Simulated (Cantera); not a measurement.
Source: NASA polynomial tables (part measured, part estimated), evaluated in Cantera. Values are per mole of reaction as written; species without (g) are pure solids or liquids, kept so even where they would boil at 1 bar. TiC: taken at fixed stoichiometry.

4 H(g) + 2 TiC ⇌ 2 Ti + C2H4(g)

| T (K) | ΔH° (kJ) | ΔS° (J/K) | ΔG° (kJ) | log10 K | condensed phases |
|---|---|---|---|---|---|
| 300 | -451.4 | -226.9 | -383.3 | 66.74 | TiC(s), Ti(α) |
| 425 | -458.7 | -247.3 | -353.6 | 43.46 | TiC(s), Ti(α) |
| 625 | … | … | … | … | TiC(s), Ti(α) |
| 825 | … | … | … | … | TiC(s), Ti(α) |
| 1025 | -484.4 | -287.3 | -190.0 | 9.68 | TiC(s), Ti(α) |
| 1225 | -480.4 | -283.9 | -132.7 | 5.66 | TiC(s), Ti(β) |
| 1425 | -485.3 | -287.6 | -75.5 | 2.77 | TiC(s), Ti(β) |
| 1625 | -488.6 | -289.7 | -17.7 | 0.57 | TiC(s), Ti(β) |
| 1825 | -490.4 | -290.8 | 40.3 | -1.15 | TiC(s), Ti(β) |
| 2025 | … | … | … | … | TiC(s), Ti(l) |
| 2225 | … | … | … | … | TiC(s), Ti(l) |
| 2425 | -457.2 | -274.0 | 207.1 | -4.46 | TiC(s), Ti(l) |

Fill in the missing entries.


- 625, ΔH° (kJ): -469.6
- 625, ΔS° (J/K): -268.5
- 625, ΔG° (kJ): -301.8
- 625, log10 K: 25.23
- 825, ΔH° (kJ): -478.3
- 825, ΔS° (J/K): -280.5
- 825, ΔG° (kJ): -246.8
- 825, log10 K: 15.63
- 2025, ΔH° (kJ): -460.7
- 2025, ΔS° (J/K): -275.5
- 2025, ΔG° (kJ): 97.3
- 2025, log10 K: -2.51
- 2225, ΔH° (kJ): -458.8
- 2225, ΔS° (J/K): -274.6
- 2225, ΔG° (kJ): 152.3
- 2225, log10 K: -3.58
